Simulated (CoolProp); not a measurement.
Vapour-liquid equilibrium of n-decane (1) + n-dodecane (2) at 0.131 kPa; x and y are mole fractions of (1).

The numbers come from the multi-fluid Helmholtz-energy mixture model, Lemmon 2006 and Lemmon 2004; pair parameters Bell 2016 in CoolProp.

```tsv
x	bubble temperature, mixture model (°C)	bubble temperature, Raoult's law (°C)	y, mixture model	y, Raoult's law
0.05	47.4	47.4	0.286	0.289
0.125	42.4	42.4	0.540	0.538
0.2	38.4	38.6	0.686	0.681
0.275	35.3	35.5	0.776	0.771
0.35	32.6	32.9	0.836	0.832
0.425	30.4	30.8	0.878	0.875
0.5	28.6	28.9	0.909	0.906
0.575	26.9	27.2	0.932	0.930
0.65	25.5	25.7	0.950	0.949
0.725	24.2	24.4	0.964	0.964
0.8	23.0	23.1	0.976	0.977
0.875	22.0	22.0	0.986	0.987
0.95	21.0	21.0	0.995	0.995
```

The largest gap from Raoult's law is -0.4 K in bubble temperature, at x = 0.425. No azeotrope shows between x = 0.05 and 0.95.

Pair parameters are fitted to limited data, so mixtures are less certain than the pure fluids.
